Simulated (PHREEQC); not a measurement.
Make-up at 75 °C: 1.2 mmol/kgw NaHSO4, 0.097 mmol/kgw Na2HPO4 and 0.87 mmol/kgw NaCl. Closed to the air; pH follows from the charge balance.

Model: ion-association model, phreeqc.dat, run in PHREEQC.

This is a speciation only: nothing precipitates in the calculation.

Problem. Order these S species by the share of S that they hold, largest first: SO4-2, HSO4-, NaSO4-.

Solution. SO4-2 (81 %), HSO4- (18 %), NaSO4- (0.89 %)

The pH is 3.09 and the ionic strength 0.00409 mol/kgw. Complexes and solids missing from the database can't appear. Away from 25 °C the constants follow the database's enthalpies or fits; those with neither stay at their 25 °C values.
